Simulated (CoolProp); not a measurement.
Vapour-liquid equilibrium of cyclohexane (1) + ethylbenzene (2) at 461.2 K; x and y are mole fractions of (1).

Model: multi-fluid Helmholtz-energy mixture model, Zhou 2014 and Zhou 2012; pair parameters Bell 2016, in CoolProp.

```csv
x,"bubble pressure, mixture model (bar)","bubble pressure, Raoult's law (bar)","y, mixture model","y, Raoult's law"
0.05,3.829,3.793,0.142,0.146
0.125,4.458,4.368,0.307,0.317
0.2,5.081,4.943,0.432,0.448
0.275,5.694,5.519,0.530,0.552
0.35,6.292,6.094,0.610,0.636
0.425,6.875,6.669,0.675,0.706
0.5,7.444,7.245,0.731,0.765
0.575,8.000,7.820,0.780,0.815
0.65,8.546,8.396,0.824,0.858
0.725,9.085,8.971,0.864,0.896
0.8,9.623,9.546,0.902,0.929
0.875,10.16,10.12,0.939,0.958
0.95,10.71,10.70,0.976,0.984
```

The largest gap from Raoult's law is +3.2 % in bubble pressure, at x = 0.35. No azeotrope shows between x = 0.05 and 0.95.

Pair parameters are fitted to limited data, so mixtures are less certain than the pure fluids.
